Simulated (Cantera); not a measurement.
Boron, boron nitride and boron oxide: BCl3 + H2

Input: 1 mol BCl3, a varied amount of H2, held at 998.15 K and 0.00133 bar.

Cantera equilibrium calculation (NASA polynomials, part measured and part estimated; ideal gas, pure solids and liquids). Candidate condensed phases: B; 13 gas species. Gases not in the tables: BHCl2. Equilibrium is a limit: real reactors are often held back by kinetics, nucleation or transport.

```csv
n(H2) (mol),x H2,x BCl3,x HCl,x BCl2,x BCl,x H,n B(s)
2.3,0.582,0.231,0.187,4.49e-6,1.35e-7,4.51e-8,0.213
3.3,0.656,0.166,0.178,3.61e-6,1.21e-7,4.79e-8,0.263
4.7,0.719,0.116,0.165,2.83e-6,1.07e-7,5.02e-8,0.323
6.7,0.774,0.0768,0.150,2.16e-6,9.36e-8,5.20e-8,0.394
9.6,0.820,0.0483,0.132,1.58e-6,8.02e-8,5.36e-8,0.477
14,0.860,0.0279,0.113,1.10e-6,6.68e-8,5.48e-8,0.573
19,0.886,0.0169,0.0968,7.87e-7,5.66e-8,5.57e-8,0.656
28,0.914,0.00826,0.0773,4.87e-7,4.45e-8,5.66e-8,0.757
39,0.934,0.00410,0.0619,3.06e-7,3.53e-8,5.72e-8,0.834
56,0.951,0.00174,0.0470,1.73e-7,2.65e-8,5.77e-8,0.900
80,0.965,0.000691,0.0347,9.33e-8,1.95e-8,5.81e-8,0.944
110,0.974,0.000287,0.0260,5.19e-8,1.45e-8,5.84e-8,0.968
160,0.982,9.81e-5,0.0183,2.54e-8,1.02e-8,5.86e-8,0.984
```
x: gas mole fraction; n: condensed amount in mol.

From 2.3 mol H2 to 160 mol H2 the condensed part is B(s). The main B-bearing gas is BCl3 throughout. The share of B in condensed phases is highest at 160 mol H2 (98.4 %) and lowest at 2.3 mol H2 (21.3 %).
